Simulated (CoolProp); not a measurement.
Vapour-liquid equilibrium of R125 (1) + R134a (2) at 36.85 °C; x and y are mole fractions of (1).

Values from CoolProp's multi-fluid Helmholtz-energy mixture model, Lemmon 2005 and Tillner-Roth 1994; pair parameters Lemmon 2004.

```csv
x,"bubble pressure, mixture model (kPa)","bubble pressure, Raoult's law (kPa)","y, mixture model","y, Raoult's law"
0.05,980.2,979.8,0.085,0.095
0.2,1119,1119,0.300,0.333
0.35,1256,1258,0.473,0.518
0.5,1392,1397,0.618,0.666
0.65,1529,1536,0.744,0.787
0.8,1669,1675,0.859,0.889
0.95,1812,1815,0.965,0.974
```

The largest gap from Raoult's law is -0.5 % in bubble pressure, at x = 0.65. No azeotrope shows between x = 0.05 and 0.95.

Pair parameters are fitted to limited data, so mixtures are less certain than the pure fluids.
